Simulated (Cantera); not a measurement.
# Roasting and sulfation: FeS + H2S + N2 + SO3

Charge: 1 mol FeS, 0.16 mol H2S, 0.6 mol N2, 4.9 mol SO3, equilibrated at 0.133 bar.

These are equilibrium values from Cantera (NASA tables, ideal gas, pure condensed phases), not measurements of a reactor. Candidate condensed phases: Fe, FeO, Fe(OH)2, Fe(OH)3, FeS, FeSO4, FeS2, Fe2O3, Fe2(SO4)3, Fe3O4, H2O, H2SO4, S; 38 gas species. The numbers say what is thermodynamically allowed, not how fast it happens.

```csv
T (K),x SO2,x SO3,x N2,x O2,x H2O,x NO,x OH,x SO,n Fe2O3(s),n Fe3O4(s)
900,0.759,0.125,0.0876,0.00457,0.0233,4.53e-7,4.03e-9,1.04e-12,0.500,0
950,0.770,0.107,0.0868,0.0129,0.0232,1.45e-6,1.63e-8,5.24e-12,0.500,0
1000,0.785,0.0817,0.0858,0.0249,0.0229,3.56e-6,5.34e-8,2.61e-11,0.500,0
1050,0.799,0.0574,0.0848,0.0363,0.0226,7.20e-6,1.48e-7,1.25e-10,0.500,0
1100,0.810,0.0390,0.0840,0.0449,0.0224,1.28e-5,3.62e-7,5.48e-10,0.500,0
1150,0.817,0.0264,0.0835,0.0508,0.0223,2.10e-5,8.07e-7,2.19e-9,0.500,0
1200,0.822,0.0180,0.0831,0.0547,0.0222,3.24e-5,1.67e-6,7.92e-9,0.500,0
1250,0.825,0.0126,0.0829,0.0573,0.0221,4.78e-5,3.23e-6,2.61e-8,0.500,0
1300,0.827,0.00895,0.0828,0.0590,0.0221,6.80e-5,5.94e-6,7.90e-8,0.500,0
1350,0.829,0.00651,0.0826,0.0601,0.0220,9.38e-5,1.04e-5,2.21e-7,0.500,0
1400,0.830,0.00483,0.0826,0.0609,0.0220,0.000126,1.75e-5,5.74e-7,0.500,0
1450,0.830,0.00366,0.0825,0.0614,0.0220,0.000166,2.85e-5,1.40e-6,0.500,0
1500,0.831,0.00282,0.0824,0.0617,0.0220,0.000215,4.47e-5,3.22e-6,0.500,0
1550,0.822,0.00236,0.0814,0.0725,0.0217,0.000293,7.05e-5,6.41e-6,0,0.333
```
x: gas mole fraction; n: condensed amount in mol.

From 900 K to 1500 K the condensed part is Fe2O3(s). At 1550 K the condensed part is Fe3O4(s).
